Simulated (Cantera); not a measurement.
A Cantera script and what it prints.

```python
import numpy as np
import cantera as ct

gas_names = """
    B BH BH2 BH3 BN BO BO2 B2 B2O B2O2 B2O3 B3O3H3 H HBO HBO2 HNO HNO2 HNO3 HO2 H2 H2O H2O2 H3B3O6 N NH
    NH2 NH3 NH2OH NO NO2 NO3 N2 N2H2 N2H4 N2O O OH O2 O3
""".split()
cond_names = """
    B(b) B(L) BN(s) B2O3(L) B3O3H3(cr) H2O(s) H2O(L)
""".split()


# ... load() reads the species with a 1 bar reference pressure and builds the phases ...
atoms = {
    'BN': {'B': 1, 'N': 1},
    'H2O': {'H': 2, 'O': 1},
    'H2': {'H': 2},
}
top_T = {'BN(s)': 3200}  # K; cautious upper limits of use, not melting points


# ... equilibrate(T, P, feed) seeds the gas with the atoms and calls Mixture.equilibrate('TP', solver="vcs", rtol=1e-11, max_steps=5000) ...
results = []
feed = {'BN': 1, 'H2O': 29, 'H2': 0.57}  # mol
P = 1000  # Pa
for T in [775, 875, 975, 1075, 1175, 1275, 1375, 1475, 1575, 1675, 1775, 1875, 1975, 2075]:
    mix = equilibrate(T, P, feed)
    results.append((T, P, feed, dict(zip(mix.species_names, mix.species_moles))))
    x = sorted(zip(gas.X, gas.species_names), reverse=True)
    print(f"T = {T:g} K  P = {P:g} Pa  gas = {mix.phase_moles(0):.4g} mol")
    print("   x: " + "  ".join(f"{s} {v:.3e}" for v, s in x if v > 1e-05))
    print("   condensed (mol): " + ("  ".join(f"{mix.phase(i).name} {mix.phase_moles(i):.4g}"
          for i in range(1, mix.n_phases) if mix.phase_moles(i) > 1e-12) or "none"))
```

Output:

```
T = 775 K  P = 1000 Pa  gas = 29.93 mol
   x: H2O 9.045e-01  H2 6.917e-02  N2 1.671e-02  H3B3O6 9.592e-03
   condensed (mol): B2O3(L) 0.06942
T = 875 K  P = 1000 Pa  gas = 30 mol
   x: H2O 9.094e-01  H2 6.901e-02  N2 1.667e-02  H3B3O6 4.883e-03  HBO2 1.227e-05
   condensed (mol): B2O3(L) 0.2801
T = 975 K  P = 1000 Pa  gas = 30.03 mol
   x: H2O 9.115e-01  H2 6.893e-02  N2 1.665e-02  H3B3O6 2.758e-03  HBO2 1.462e-04
   condensed (mol): B2O3(L) 0.3736
T = 1075 K  P = 1000 Pa  gas = 30.06 mol
   x: H2O 9.117e-01  H2 6.886e-02  N2 1.663e-02  H3B3O6 1.697e-03  HBO2 1.074e-03
   condensed (mol): B2O3(L) 0.4073
T = 1175 K  P = 1000 Pa  gas = 30.14 mol
   x: H2O 9.081e-01  H2 6.869e-02  N2 1.659e-02  HBO2 5.506e-03  H3B3O6 1.112e-03
   condensed (mol): B2O3(L) 0.3667
T = 1275 K  P = 1000 Pa  gas = 30.38 mol
   x: H2O 8.932e-01  H2 6.813e-02  HBO2 2.141e-02  N2 1.646e-02  H3B3O6 7.559e-04
   condensed (mol): B2O3(L) 0.1401
T = 1375 K  P = 1000 Pa  gas = 30.57 mol
   x: H2O 8.833e-01  H2 6.772e-02  HBO2 3.247e-02  N2 1.636e-02  H3B3O6 6.001e-05  B2O3 3.033e-05
   condensed (mol): none
T = 1475 K  P = 1000 Pa  gas = 30.57 mol
   x: H2O 8.832e-01  H2 6.770e-02  HBO2 3.262e-02  N2 1.636e-02  B2O3 4.145e-05  H 3.375e-05  OH 1.154e-05
   condensed (mol): none
T = 1575 K  P = 1000 Pa  gas = 30.57 mol
   x: H2O 8.832e-01  H2 6.768e-02  HBO2 3.260e-02  N2 1.635e-02  H 1.081e-04  B2O3 5.401e-05  OH 5.125e-05
   condensed (mol): none
T = 1675 K  P = 1000 Pa  gas = 30.58 mol
   x: H2O 8.829e-01  H2 6.765e-02  HBO2 3.255e-02  N2 1.635e-02  H 3.020e-04  OH 1.906e-04  B2O3 6.821e-05
   condensed (mol): none
T = 1775 K  P = 1000 Pa  gas = 30.59 mol
   x: H2O 8.820e-01  H2 6.767e-02  HBO2 3.249e-02  N2 1.634e-02  H 7.529e-04  OH 6.111e-04  B2O3 8.388e-05  O2 3.073e-05  BO2 2.736e-05
   condensed (mol): none
T = 1875 K  P = 1000 Pa  gas = 30.63 mol
   x: H2O 8.794e-01  H2 6.804e-02  HBO2 3.236e-02  N2 1.631e-02  OH 1.723e-03  H 1.710e-03  O2 1.855e-04  B2O3 1.008e-04  BO2 7.680e-05  O 3.276e-05  NO 2.270e-05
   condensed (mol): none
T = 1975 K  P = 1000 Pa  gas = 30.73 mol
   x: H2O 8.725e-01  H2 6.979e-02  HBO2 3.209e-02  N2 1.624e-02  OH 4.306e-03  H 3.615e-03  O2 8.873e-04  BO2 1.914e-04  O 1.641e-04  B2O3 1.185e-04  NO 6.666e-05  HBO 1.306e-05  BO 1.005e-05
   condensed (mol): none
T = 2075 K  P = 1000 Pa  gas = 30.96 mol
   x: H2O 8.556e-01  H2 7.535e-02  HBO2 3.156e-02  N2 1.607e-02  OH 9.475e-03  H 7.312e-03  O2 3.201e-03  O 6.595e-04  BO2 4.215e-04  NO 1.647e-04  B2O3 1.363e-04  BO 2.606e-05  HBO 1.984e-05
   condensed (mol): none
```

Method: chemical equilibrium by Gibbs-energy minimisation in Cantera with the NASA 1993 tables (ideal gas, pure condensed phases). Gases not in the tables: H3BO3.
